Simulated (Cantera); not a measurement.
A Cantera script and its output.

```python
import numpy as np
import cantera as ct

gas = ct.Solution("gri30.yaml")
gas.TPX = 1050, 101325, {'N2O': 1, 'H2O': 0.016}
inlet = ct.Reservoir(gas, clone=True)

reactor = ct.IdealGasConstPressureReactor(gas, energy="off", clone=False)
exhaust = ct.Reservoir(gas, clone=True)
tau = [21, 3.8, 0.67, 0.12, 0.021, 0.0038, 0.00067, 0.00012][0]
for a, b in ((inlet, reactor), (reactor, exhaust)):
    ct.MassFlowController(a, b, mdot=lambda t: reactor.mass / tau)
net = ct.ReactorNet([reactor])
show = ['N2O', 'H2O', 'H', 'N2', 'O', 'H2O2', 'O2']

rows = []
print(f"{'tau/s':>10s}{'T/K':>9s}" + "".join(f"{s:>11s}" for s in show))
for tau in [21, 3.8, 0.67, 0.12, 0.021, 0.0038, 0.00067, 0.00012]:
    net.initial_time = 0.0
    net.advance(30 * tau)
    before = gas.X
    net.advance(40 * tau)
    drift = np.max(np.abs(gas.X - before) / (gas.X + 1e-9))
    rows.append([gas.T, *gas[show].X, drift])
    print(f"{tau:10.3e}{gas.T:9.1f}" + "".join(f"{x:11.3e}" for x in gas[show].X))
```

Result:

```
     tau/s      T/K        N2O        H2O          H         N2          O       H2O2         O2
 2.100e+01   1050.0  5.875e-01  1.366e-02  1.910e-11  2.608e-01  8.273e-08  6.839e-09  1.276e-01
 3.800e+00   1050.0  8.685e-01  1.514e-02  2.741e-11  7.600e-02  1.013e-07  7.834e-09  3.699e-02
 6.700e-01   1050.0  9.610e-01  1.563e-02  3.163e-11  1.527e-02  1.121e-07  6.488e-09  7.358e-03
 1.200e-01   1050.0  9.800e-01  1.573e-02  3.184e-11  2.818e-03  1.202e-07  9.449e-09  1.345e-03
 2.100e-02   1050.0  9.835e-01  1.574e-02  2.638e-11  4.922e-04  1.231e-07  1.851e-08  2.356e-04
 3.800e-03   1050.0  9.841e-01  1.575e-02  1.379e-11  8.809e-05  1.233e-07  5.577e-09  4.232e-05
 6.700e-04   1050.0  9.842e-01  1.575e-02  3.695e-12  1.536e-05  1.219e-07  3.892e-11  7.350e-06
 1.200e-04   1050.0  9.842e-01  1.575e-02  6.837e-13  2.657e-06  1.139e-07  1.193e-13  1.230e-06
```

Cantera simulation using GRI-Mech 3.0 (53 species, 325 reactions); the numbers are that mechanism's predictions, not measurements. GRI-Mech 3.0 was tuned for natural gas; its chemistry of N2O as a main component is partial and can be far from experiment. The mechanism lacks the step 2 NO + O2 → 2 NO2, which can matter for NO2 below about 1400 K. The temperature is held fixed by assumption; the heat of reaction is taken as removed at once.
